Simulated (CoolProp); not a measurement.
Vapour-liquid equilibrium of R114 (1) + n-hexane (2) at 1.77 bar; x and y are mole fractions of (1).

Computed with CoolProp (multi-fluid Helmholtz-energy mixture model, Platzer 1990 and Thol 2019; pair parameters Bell 2016). This equation is an older, rougher fit; its heat capacities, sound speeds and derivatives of the liquid may be far off and weren't checked against measurements.

```json
[
 {"x": "0.05", "bubble temperature (K)": "348.7", "y at the bubble point": "0.314", "dew temperature at overall composition x (K)": "359.0", "liquid density (mol/L)": "7.065"},
 {"x": "0.2", "bubble temperature (K)": "325.6", "y at the bubble point": "0.712", "dew temperature at overall composition x (K)": "353.4", "liquid density (mol/L)": "7.432"},
 {"x": "0.35", "bubble temperature (K)": "313.7", "y at the bubble point": "0.839", "dew temperature at overall composition x (K)": "347.0", "liquid density (mol/L)": "7.687"},
 {"x": "0.5", "bubble temperature (K)": "306.6", "y at the bubble point": "0.898", "dew temperature at overall composition x (K)": "339.5", "liquid density (mol/L)": "7.900"},
 {"x": "0.65", "bubble temperature (K)": "301.6", "y at the bubble point": "0.934", "dew temperature at overall composition x (K)": "330.3", "liquid density (mol/L)": "8.102"},
 {"x": "0.8", "bubble temperature (K)": "297.4", "y at the bubble point": "0.963", "dew temperature at overall composition x (K)": "317.8", "liquid density (mol/L)": "8.309"},
 {"x": "0.95", "bubble temperature (K)": "293.6", "y at the bubble point": "0.990", "dew temperature at overall composition x (K)": "299.3", "liquid density (mol/L)": "8.533"}
]
```

No azeotrope shows between x = 0.05 and 0.95.

The pair parameters rest on a limited set of measurements; away from them the model extrapolates.
